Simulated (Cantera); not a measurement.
A perfectly stirred reactor is fed with H₂ : O₂ : N₂ : H₂O = 1 : 1.02 : 3.84 : 0.21 (molar parts), at 1000000 Pa; it is adiabatic with a 675 K inlet, and is followed from long to short residence time, starting on the burning branch (τ in s: 0.16, 0.072, 0.032, 0.014, 0.0064, 0.0028, 0.0013, 0.00056, 0.00025, 0.00011, 4.9e-05, 2.2e-05).

Model: the H2/O2 subset of GRI-Mech 3.0, which has no nitrogen chemistry, integrated in Cantera. The hydrogen kinetics of GRI-Mech 3.0 are dated; newer H2 mechanisms differ, most at raised pressure.

x: mole fraction; the columns are a selection and need not sum to one.

| τ (s) | T (K) | x H₂ | x O₂ | x H₂O | x O | x H₂O₂ | x OH | x HO₂ |
|---|---|---|---|---|---|---|---|---|
| 0.16 | 1886 | 3.19e-5 | 0.0931 | 0.217 | 2.71e-5 | 2.69e-7 | 0.000786 | 2.58e-6 |
| 0.072 | 1886 | 3.86e-5 | 0.0931 | 0.217 | 2.87e-5 | 2.79e-7 | 0.000808 | 2.70e-6 |
| 0.032 | 1885 | 5.27e-5 | 0.0931 | 0.217 | … | 3.00e-7 | 0.000853 | 2.98e-6 |
| 0.014 | 1885 | 8.15e-5 | 0.0931 | 0.217 | … | 3.44e-7 | 0.000940 | 3.57e-6 |
| 0.0064 | 1884 | 0.000132 | 0.0931 | 0.216 | … | 4.18e-7 | 0.00108 | 4.70e-6 |
| 0.0028 | 1882 | 0.000227 | 0.0931 | 0.216 | … | 5.49e-7 | 0.00130 | 6.99e-6 |
| 0.0013 | 1879 | 0.000378 | 0.0930 | 0.216 | … | 7.32e-7 | 0.00159 | 1.08e-5 |
| 0.00056 | 1875 | 0.000663 | 0.0930 | 0.215 | … | 1.02e-6 | 0.00201 | 1.83e-5 |
| 0.00025 | 1869 | 0.00114 | 0.0930 | 0.214 | … | 1.40e-6 | 0.00252 | 3.06e-5 |
| 0.00011 | 1858 | 0.00196 | 0.0931 | 0.213 | … | 1.92e-6 | 0.00316 | 5.17e-5 |
| 4.9e-5 | 1841 | 0.00335 | 0.0933 | 0.211 | … | 2.58e-6 | 0.00390 | 8.55e-5 |
| 2.2e-5 | 1815 | 0.00570 | 0.0939 | 0.208 | … | 3.45e-6 | 0.00467 | 0.000138 |

**Question.** Some entries are withheld; supply them.

**Answer.** 
- 0.032, x O: 3.23e-5
- 0.014, x O: 3.98e-5
- 0.0064, x O: 5.36e-5
- 0.0028, x O: 8.04e-5
- 0.0013, x O: 0.000124
- 0.00056, x O: 0.000206
- 0.00025, x O: 0.000343
- 0.00011, x O: 0.000577
- 4.9e-5, x O: 0.000954
- 2.2e-5, x O: 0.00153
